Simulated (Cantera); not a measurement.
Gas-phase reforming

A perfectly stirred reactor is fed with 52.4 % CH₄, 47.6 % H₂O, at 1.00 bar; it is held at 1750 K, and followed from long to short residence time.

Model: GRI-Mech 3.0 (53 species, 325 reactions), integrated in Cantera.

```json
[
 {"τ (s)": "27", "x CH₄": "0.00933", "x H₂O": "0.0213", "x CH₂O": "7.98e-8", "x CO": "0.221", "x O₂": "<1e-12", "x C₂H₄": "0.000450"},
 {"τ (s)": "9.9", "x CH₄": "0.0127", "x H₂O": "0.0385", "x CH₂O": "9.34e-8", "x CO": "0.207", "x O₂": "2.39e-12", "x C₂H₄": "0.000625"},
 {"τ (s)": "3.6", "x CH₄": "0.0181", "x H₂O": "0.0654", "x CH₂O": "1.34e-7", "x CO": "0.184", "x O₂": "6.50e-12", "x C₂H₄": "0.000883"},
 {"τ (s)": "1.3", "x CH₄": "0.0266", "x H₂O": "0.105", "x CH₂O": "2.46e-7", "x CO": "0.153", "x O₂": "1.56e-11", "x C₂H₄": "0.00122"},
 {"τ (s)": "0.47", "x CH₄": "0.0395", "x H₂O": "0.157", "x CH₂O": "5.26e-7", "x CO": "0.115", "x O₂": "3.33e-11", "x C₂H₄": "0.00161"},
 {"τ (s)": "0.17", "x CH₄": "0.0592", "x H₂O": "0.217", "x CH₂O": "1.16e-6", "x CO": "0.0739", "x O₂": "6.32e-11", "x C₂H₄": "0.00198"},
 {"τ (s)": "0.063", "x CH₄": "0.0892", "x H₂O": "0.275", "x CH₂O": "2.42e-6", "x CO": "0.0405", "x O₂": "1.05e-10", "x C₂H₄": "0.00234"},
 {"τ (s)": "0.023", "x CH₄": "0.137", "x H₂O": "0.326", "x CH₂O": "4.73e-6", "x CO": "0.0187", "x O₂": "1.62e-10", "x C₂H₄": "0.00292"},
 {"τ (s)": "0.0083", "x CH₄": "0.206", "x H₂O": "0.367", "x CH₂O": "8.76e-6", "x CO": "0.00767", "x O₂": "2.44e-10", "x C₂H₄": "0.00434"}
]
```
x: mole fraction; the columns are a selection and need not sum to one.
